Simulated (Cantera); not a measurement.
A perfectly stirred reactor is fed with CH4 : H2O : H2 : N2 = 1 : 1.3 : 0.18 : 0.21 (molar parts), at 165 Torr; it is held at 2200 K, and followed from long to short residence time.

Computed with Cantera and GRI-Mech 3.0 (53 species, 325 reactions).

x: mole fraction; the columns are a selection and need not sum to one.

```
τ (s)       x CH4   x H2O   x H2      x H     x CH3    x CO2
-------  --------  ------  -----  -------  --------  -------
1.8      0.000324  0.0607  0.673  0.00912   8.36e-5  0.00356
0.72     0.000744  0.0621  0.672  0.00885  0.000186  0.00362
0.28      0.00158  0.0662  0.668  0.00853  0.000385  0.00382
0.11      0.00306  0.0763  0.660  0.00812  0.000716        …
0.045     0.00540  0.0955  0.643  0.00760   0.00121        …
0.018     0.00926   0.128  0.615  0.00695   0.00198        …
0.0071     0.0155   0.176  0.573  0.00621   0.00317        …
0.0028     0.0257   0.234  0.520  0.00540   0.00497        …
0.0011     0.0429   0.292  0.460  0.00456   0.00775        …
0.00045    0.0705   0.339  0.400  0.00376    0.0116        …
```

What belongs in the gaps?


- 0.11, x CO2: 0.00428
- 0.045, x CO2: 0.00504
- 0.018, x CO2: 0.00601
- 0.0071, x CO2: 0.00665
- 0.0028, x CO2: 0.00607
- 0.0011, x CO2: 0.00402
- 0.00045, x CO2: 0.00182
